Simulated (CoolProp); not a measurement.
Vapour pressure (bar) of fluorine: the reference equation beside estimates from Tc = 144.4 K, pc = 52.40 bar, ω = 0.045.

The numbers come from the reference Helmholtz-energy equation of state, de Reuck 1990 in CoolProp.

```csv
T (K),reference,van der Waals,Peng-Robinson
90.5,1.819,5.824,1.876
96.1,3.077,8.071,3.144
101.7,4.893,10.83,?
107.4,7.450,?,?
113,10.79,18.12,10.90
118.6,15.10,?,15.24
124.2,20.51,27.84,20.71
129.9,27.34,?,27.59
135.5,35.54,40.40,?
```

Some entries are withheld; supply them.


- 101.7, Peng-Robinson: 4.970
- 107.4, van der Waals: 14.20
- 107.4, Peng-Robinson: 7.539
- 118.6, van der Waals: 22.65
- 129.9, van der Waals: 33.82
- 135.5, Peng-Robinson: 35.83

Absolute difference from the reference over all 9 rows, mean and median: van der Waals 87.3 and 67.9 %, Peng-Robinson 1.4 and 1.0 %.
